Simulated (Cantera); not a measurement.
An isothermal, constant-pressure homogeneous reactor starts with 89.3 % NO, 10.7 % N2, at 1550 K and 1.01 bar.

Cantera simulation using GRI-Mech 3.0 (53 species, 325 reactions); the numbers are that mechanism's predictions, not measurements.

Question: Predict: x(NO) at 100 s; x(O2) at 100 s; x(O) at 100 s; x(NO2) at 100 s; x(N2O) at 100 s; x(N2) at 100 s.

Answer: 
* **x(NO) at 100 s**: 0.210 (gas-phase equilibrium 0.00190)
* **x(O2) at 100 s**: 0.341 (gas-phase equilibrium 0.445)
* **x(O) at 100 s**: 4.58e-6 (gas-phase equilibrium 5.22e-6)
* **x(NO2) at 100 s**: 0.00124 (gas-phase equilibrium 1.28e-5)
* **x(N2O) at 100 s**: 1.50e-5 (gas-phase equilibrium 9.68e-8)
* **x(N2) at 100 s**: 0.448 (gas-phase equilibrium 0.553)
